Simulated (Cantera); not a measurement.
An adiabatic, constant-pressure homogeneous reactor starts with CH4 : CO : O2 : N2 : CO2 = 1 : 0.84 : 7.56 : 28.4 : 4.4 (molar parts), equivalence ratio 0.32, at 1623 K and 0.770 bar. Integrator tolerance rtol = 1e-08.

Computed with Cantera and GRI-Mech 3.0 (53 species, 325 reactions).

Q: What does this change do: CO 0.84 to 0.45 parts?

A: 
```
quantity                                                            before                                    after
---------------------------------  ---------------------------------------  ---------------------------------------
time of steepest temperature rise                                 0.423 ms                                 0.438 ms
temperature at 10.0 s                                               2184 K                                   2137 K
equilibrium temperature                                             2184 K                                   2137 K
x(CH4) at 10.0 s                     <1e-12 (gas-phase equilibrium <1e-12)    <1e-12 (gas-phase equilibrium <1e-12)
x(CO) at 10.0 s                    0.00263 (gas-phase equilibrium 0.00263)  0.00174 (gas-phase equilibrium 0.00174)
x(O2) at 10.0 s                        0.119 (gas-phase equilibrium 0.119)      0.124 (gas-phase equilibrium 0.124)
x(H2O) at 10.0 s                     0.0461 (gas-phase equilibrium 0.0461)    0.0466 (gas-phase equilibrium 0.0466)
x(OH) at 10.0 s                    0.00294 (gas-phase equilibrium 0.00294)  0.00246 (gas-phase equilibrium 0.00246)
```

Q: What does this change do: pressure from 0.770 bar to 10.0 bar?

A: 
```csv
quantity,before,after
time of steepest temperature rise,0.423 ms,51.8 µs
temperature at 10.0 s,2184 K,2205 K
equilibrium temperature,2184 K,2205 K
x(CH4) at 10.0 s,<1e-12 (gas-phase equilibrium <1e-12),<1e-12 (gas-phase equilibrium <1e-12)
x(CO) at 10.0 s,0.00263 (gas-phase equilibrium 0.00263),0.000858 (gas-phase equilibrium 0.000858)
x(O2) at 10.0 s,0.119 (gas-phase equilibrium 0.119),0.118 (gas-phase equilibrium 0.118)
x(H2O) at 10.0 s,0.0461 (gas-phase equilibrium 0.0461),0.0469 (gas-phase equilibrium 0.0469)
x(OH) at 10.0 s,0.00294 (gas-phase equilibrium 0.00294),0.00170 (gas-phase equilibrium 0.00170)
```
